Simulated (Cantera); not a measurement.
A Cantera script and what it prints.

```python
import numpy as np
import cantera as ct

gas_names = """
    CL CL2 H HCL H2 N NH NH2 NH3 N2 N2H2 N2H4 Si SiCL SiCL2 SiCL3 SiCL4 SiH SiHCL3 SiH2 SiH2CL2 SiH3
    SiH3CL SiH4 SiN Si2 Si2N Si3
""".split()
cond_names = """
    NH4CL(a) NH4CL(b) Si(cr) Si(L) Si3N4(a)
""".split()


# ... load() reads the species with a 1 bar reference pressure and builds the phases ...
atoms = {
    'SiHCl3': {'Si': 1, 'H': 1, 'CL': 3},
    'Cl2': {'CL': 2},
    'N2': {'N': 2},
}
top_T = {'Si3N4(a)': 2400}  # K; cautious upper limits of use, not melting points


# ... equilibrate(T, P, feed) seeds the gas with the atoms and calls Mixture.equilibrate('TP', solver="vcs", rtol=1e-11, max_steps=5000) ...
results = []
T = 1200  # K
P = 850  # Pa
for m in [24, 29, 35, 42, 52, 63, 77, 93, 110, 140]:
    feed = {'SiHCl3': 1, 'Cl2': 0.19, 'N2': m}  # mol
    mix = equilibrate(T, P, feed)
    results.append((T, P, feed, dict(zip(mix.species_names, mix.species_moles))))

top = {s: max(r[3][s] / sum(r[3][g] for g in gas_names) for r in results) for s in gas_names}
cols = sorted((s for s in top if top[s] > 0.0001), key=lambda s: -top[s])[:5]
seen = [c for c in cond_names if any(r[3].get(c, 0) > 1e-12 for r in results)]
print("log10 of partial pressures in bar; condensed amounts in mol")
print(f"{'n(N2)':>10s}" + "".join(f"{s[:9]:>10s}" for s in cols + seen))
for T, P, feed, n in results:
    ng = sum(n[g] for g in gas_names)
    print(f"{feed['N2']:10.4g}" + "".join(f"{np.log10(max(n[s] / ng * P / 1e5, 1e-99)):10.3f}" for s in cols)
          + "".join(f"{n.get(c, 0):10.4g}" for c in seen))
```

It prints:

```
log10 of partial pressures in bar; condensed amounts in mol
     n(N2)        N2       HCL     SiCL4        H2     SiCL3  Si3N4(a)
        24    -2.099    -3.511    -3.705    -4.873    -5.028    0.1239
        29    -2.094    -3.586    -3.785    -4.985    -5.089    0.1242
        35    -2.090    -3.662    -3.866    -5.097    -5.150    0.1244
        42    -2.087    -3.736    -3.945    -5.207    -5.209    0.1245
        52    -2.084    -3.824    -4.037    -5.337    -5.279    0.1246
        63    -2.082    -3.903    -4.121    -5.455    -5.342    0.1246
        77    -2.080    -3.986    -4.209    -5.578    -5.409    0.1246
        93    -2.078    -4.065    -4.292    -5.695    -5.471    0.1245
       110    -2.077    -4.136    -4.366    -5.799    -5.527    0.1243
       140    -2.076    -4.238    -4.473    -5.950    -5.607     0.124
```

Cantera equilibrium calculation (NASA polynomials, part measured and part estimated; ideal gas, pure solids and liquids). N2 is the only nitrogen source here; it is nearly inert below about 1500 K, so the nitride shown seldom forms there in practice. The tables' values for SiCl3 are old estimates; treat these amounts as uncertain.
